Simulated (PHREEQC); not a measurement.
PHREEQC input (ion-association model, phreeqc.dat):

```
SOLUTION 0
  temp 15
  units mmol/kgw
  pH 7 charge
  S(6) 7.5
  Zn 7.5
  Br 9.3
  K 11.7
  Cl 2.41
  O(0) 1 O2(g) -0.68
SOLUTION 1-40
  temp 15
  units mmol/kgw
  pH 7 charge
  S(6) 38
  Mg 38
  Cl 0.01
  O(0) 1 O2(g) -0.68
END
EXCHANGE 1-40
  X 0.032
  -equilibrate 1
END
SELECTED_OUTPUT 1
  -reset false
  -pH true
  -pe true
  -ionic_strength true
  -water true
  -step true
  -totals Br Cl K Mg S Zn S(-2) S(6)
  -molalities MgX2 ZnX2 KX
  -saturation_indices Sylvite Zn(OH)2(e)
PRINT
  -reset false
TRANSPORT
  -cells 40
  -shifts 198
  -lengths 0.0025
  -time_step 300
  -dispersivities 0.008
  -boundary_conditions flux flux
  -correct_disp true
  -punch_cells 40
  -punch_frequency 6
END
```

Selected output (columns that matter, 26 of 34 rows; pore volumes added in front):

```
pore volumes	pH	mu	Br	Cl	K	Mg	S	Zn	m_MgX2	m_ZnX2	m_KX	si_Sylvite	si_Zn(OH)2(e)
0	5.3206	0.091551	0	1e-05	0	0.038	0.038	0	0.016	0	0	-1000	-1000
0.1625	5.3206	0.091551	3.8055e-10	1e-05	1.7606e-14	0.038	0.038	2.1601e-15	0.016	1.402e-15	9.9575e-15	-19.846	-16.209
0.4625	5.3169	0.089982	0.00029064	8.5004e-05	1.0238e-05	0.037222	0.037047	2.656e-06	0.015995	1.7634e-06	5.8392e-06	-10.15	-7.1208
0.6125	5.3039	0.084647	0.00127	0.00033773	0.000107	0.034554	0.033835	2.6395e-05	0.01595	1.897e-05	6.2853e-05	-8.5256	-6.1299
0.7625	5.2815	0.076072	0.0028154	0.00073656	0.00040996	0.030241	0.028767	9.1932e-05	0.015798	7.5722e-05	0.0002533	-7.5932	-5.5989
1.0625	5.2279	0.058086	0.005913	0.0015359	0.0017232	0.021139	0.018608	0.00032725	0.015021	0.00037673	0.0012046	-6.6257	-5.0724
1.2125	5.2046	0.051238	0.0070232	0.0018224	0.00263	0.017588	0.014967	0.00048201	0.014383	0.00064536	0.0019435	-6.3571	-4.9143
1.3625	5.1862	0.046121	0.0078154	0.0020269	0.0036235	0.014806	0.012369	0.00066735	0.013588	0.0010107	0.0028022	-6.1632	-4.7804
1.6625	5.1629	0.039919	0.0087057	0.0022566	0.0056867	0.010901	0.0094492	0.0011806	0.011582	0.0020889	0.0046582	-5.9097	-4.5413
1.8125	5.1564	0.038169	0.0089314	0.0023149	0.0066796	0.0094555	0.0087089	0.0015317	0.010411	0.002815	0.0055472	-5.8255	-4.4307
1.9625	5.1521	0.036966	0.0090734	0.0023515	0.0076037	0.0081968	0.008243	0.0019519	0.0091738	0.0036508	0.0063507	-5.7603	-4.3274
2.2625	5.1469	0.035547	0.009216	0.0023883	0.0091571	0.0060314	0.0077755	0.0029627	0.0066961	0.0055029	0.0076019	-5.6704	-4.1494
2.4125	5.1453	0.035129	0.0092492	0.0023969	0.0097647	0.0050889	0.0076667	0.0035135	0.0055589	0.0064219	0.0080384	-5.6403	-4.0769
2.5625	5.144	0.034825	0.0092694	0.0024021	0.01026	0.0042405	0.0076005	0.0040608	0.0045415	0.0072775	0.008362	-5.6175	-4.0155
2.7125	5.1429	0.0346	0.0092816	0.0024052	0.010652	0.0034911	0.0075605	0.0045816	0.003662	0.0080421	0.0085916	-5.6004	-3.9646
3.0125	5.1411	0.034307	0.0092934	0.0024083	0.011183	0.0022933	0.0075218	0.0054828	0.0023149	0.0092611	0.0088479	-5.5784	-3.8891
3.1625	5.1405	0.034213	0.009296	0.002409	0.011351	0.0018354	0.007513	0.0058496	0.001823	0.0097226	0.0089087	-5.5717	-3.862
3.3125	5.1399	0.034142	0.0092976	0.0024094	0.011473	0.0014594	0.0075078	0.0061605	0.0014297	0.010099	0.008942	-5.567	-3.8403
3.6125	5.139	0.034048	0.0092991	0.0024098	0.011619	0.0009094	0.0075028	0.0066336	0.00087225	0.010648	0.00896	-5.5614	-3.8096
3.7625	5.1387	0.034018	0.0092995	0.0024099	0.011659	0.00071403	0.0075017	0.0068078	0.00067953	0.010843	0.0089557	-5.5599	-3.7988
3.9125	5.1384	0.033995	0.0092997	0.0024099	0.011686	0.00055918	0.007501	0.0069489	0.00052881	0.010997	0.0089474	-5.5589	-3.7903
4.2125	5.138	0.033965	0.0092999	0.00241	0.011712	0.00034101	0.0075004	0.0071532	0.00031953	0.011217	0.0089262	-5.5579	-3.7784
4.3625	5.1379	0.033955	0.0092999	0.00241	0.011718	0.00026575	0.0075002	0.0072256	0.00024819	0.011294	0.0089154	-5.5577	-3.7742
4.5125	5.1378	0.033948	0.0093	0.00241	0.01172	0.00020689	0.0075001	0.0072832	0.00019272	0.011355	0.0089053	-5.5576	-3.7709
4.8125	5.1376	0.033939	0.0093	0.00241	0.011719	0.00012512	0.0075	0.0073652	0.00011611	0.01144	0.008888	-5.5576	-3.7663
4.9625	5.1375	0.033936	0.0093	0.00241	0.011718	9.7217e-05	0.0075	0.0073938	9.0103e-05	0.011469	0.0088809	-5.5576	-3.7647
```

Species that the database lacks are ignored.
